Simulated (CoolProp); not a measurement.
Isohexane at several states: Z from the reference equation and from simpler models built on Tc = 224.6 °C, pc = 30.43 bar, ω = 0.280; each cubic takes its own stable root.

Computed with CoolProp (reference Helmholtz-energy equation of state, Lemmon 2006). It is a short technical equation, of lower accuracy than the large ones.

| T (°C) | p (bar) | phase | reference | van der Waals | Soave-Redlich-Kwong | Peng-Robinson |
|---|---|---|---|---|---|---|
| 142.55 | 10.1 | liquid | (withheld) | 0.8196 | (withheld) | (withheld) |
| 173.55 | 1.21 | gas | 0.9798 | 0.9845 | 0.9804 | 0.9787 |
| 17.35 | 0.143 | gas | 0.9891 | 0.9952 | 0.9919 | 0.9917 |
| 247.95 | 147 | supercritical | 0.6416 | 0.8626 | 0.6975 | 0.6290 |
| 28.45 | 0.151 | gas | 0.9900 | 0.9953 | 0.9923 | 0.9921 |
| -135.75 | 0.774 | liquid | (withheld) | (withheld) | 0.008460 | 0.007566 |

Problem. Fill in the missing entries.

Solution. 
- 142.55, reference: 0.04825
- 142.55, Soave-Redlich-Kwong: 0.05456
- 142.55, Peng-Robinson: 0.04808
- -135.75, reference: 0.007386
- -135.75, van der Waals: 0.01265

At some of these states van der Waals gives the other phase, because its saturation line lies elsewhere.
